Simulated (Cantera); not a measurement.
Feed: 1 mol Si, 0.011 mol CO₂, 3 mol H₂, held at 0.100 bar.

Method: chemical equilibrium by Gibbs-energy minimisation in Cantera with the NASA 1993 tables (ideal gas, pure condensed phases). Candidate condensed phases: C, C₆H₆, C₇H₈, C₈H₁₈, H₂O, Si, SiC, SiO₂; 123 gas species. Mutual solubility and eutectic melting of coexisting phases are not modelled. The tables hold silica as quartz up to 1696 K and as liquid above; real silica turns to tridymite and cristobalite and melts near 1996 K. Gases not in the tables: Si₂H₆ and higher silanes. The numbers say what is thermodynamically allowed, not how fast it happens.

**Question.** Which condensed phases are stable at each of these points (T (K)): 650, 850, 1050, 1250, 1450, 1650, 1850?

**Answer.** 
```tsv
T (K)	condensed phases	Si condensed (%)
650	Si(s) + SiC(s) + SiO₂(α-quartz)	100.0
850	Si(s) + SiC(s) + SiO₂(β-quartz)	100.0
1050	Si(s) + SiC(s) + SiO₂(β-quartz)	100.0
1250	Si(s) + SiC(s) + SiO₂(β-quartz)	100.0
1450	Si(s) + SiC(s) + SiO₂(β-quartz)	99.4
1650	Si(s) + SiC(s)	97.9
1850	Si(l) + SiC(s)	98.0
```

At 650 K the condensed part is Si(s) + SiC(s) + SiO₂(α-quartz). From 850 K to 1450 K the condensed part is Si(s) + SiC(s) + SiO₂(β-quartz). At 1650 K the condensed part is Si(s) + SiC(s). At 1850 K the condensed part is Si(l) + SiC(s).
